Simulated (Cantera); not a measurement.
Cantera run:

```python
import numpy as np
import cantera as ct

gas_names = """
    B BH BH2 BH3 BO BO2 B2 B2O B2O2 B2O3 B3O3H3 H HBO HBO2 HO2 H2 H2O H2O2 H3B3O6 O OH O2 O3
""".split()
cond_names = """
    B(b) B(L) B2O3(L) B3O3H3(cr) H2O(s) H2O(L)
""".split()


# ... load() reads the species with a 1 bar reference pressure and builds the phases ...
atoms = {
    'B2H6': {'B': 2, 'H': 6},
    'H2O': {'H': 2, 'O': 1},
    'H2': {'H': 2},
}
top_T = {}  # K; cautious upper limits of use, not melting points


# ... equilibrate(T, P, feed) seeds the gas with the atoms and calls Mixture.equilibrate('TP', solver="vcs", rtol=1e-11, max_steps=5000) ...
results = []
feed = {'B2H6': 1, 'H2O': 0.31, 'H2': 100}  # mol
P = 1000  # Pa
for T in [1100, 1150, 1200, 1250, 1300, 1350, 1400]:
    mix = equilibrate(T, P, feed)
    results.append((T, P, feed, dict(zip(mix.species_names, mix.species_moles))))
    x = sorted(zip(gas.X, gas.species_names), reverse=True)
    print(f"T = {T:g} K  P = {P:g} Pa  gas = {mix.phase_moles(0):.4g} mol")
    print("   x: " + "  ".join(f"{s} {v:.3e}" for v, s in x if v > 1e-05))
    print("   condensed (mol): " + ("  ".join(f"{mix.phase(i).name} {mix.phase_moles(i):.4g}"
          for i in range(1, mix.n_phases) if mix.phase_moles(i) > 1e-12) or "none"))
```

Output:

```
T = 1100 K  P = 1000 Pa  gas = 103.3 mol
   x: H2 9.993e-01  B3O3H3 6.569e-04  HBO 8.937e-05
   condensed (mol): B(b) 1.722  B2O3(L) 0.03235
T = 1150 K  P = 1000 Pa  gas = 103.3 mol
   x: H2 9.991e-01  B3O3H3 6.732e-04  HBO 2.398e-04
   condensed (mol): B(b) 1.716  B2O3(L) 0.02528
T = 1200 K  P = 1000 Pa  gas = 103.3 mol
   x: H2 9.987e-01  B3O3H3 6.844e-04  HBO 5.905e-04
   condensed (mol): B(b) 1.702  B2O3(L) 0.01125
T = 1250 K  P = 1000 Pa  gas = 103.4 mol
   x: H2 9.981e-01  HBO 1.251e-03  B3O3H3 5.514e-04  B2O2 2.648e-05  HBO2 1.454e-05
   condensed (mol): B(b) 1.692
T = 1300 K  P = 1000 Pa  gas = 103.4 mol
   x: H2 9.976e-01  HBO 2.058e-03  B3O3H3 2.519e-04  B2O2 5.928e-05  HBO2 2.164e-05  H 1.105e-05
   condensed (mol): B(b) 1.693
T = 1350 K  P = 1000 Pa  gas = 103.5 mol
   x: H2 9.972e-01  HBO 2.593e-03  B2O2 7.900e-05  B3O3H3 6.141e-05  H 2.380e-05  HBO2 1.978e-05
   condensed (mol): B(b) 1.693
T = 1400 K  P = 1000 Pa  gas = 103.5 mol
   x: H2 9.971e-01  HBO 2.768e-03  B2O2 7.656e-05  H 4.857e-05  HBO2 1.351e-05  B3O3H3 1.062e-05
   condensed (mol): B(b) 1.692
```

Equilibrium computed with Cantera from the NASA thermochemical tables; the gas is ideal and each condensed phase is pure. The feed counts by its element totals alone. Mutual solubility and eutectic melting of coexisting phases are not modelled.
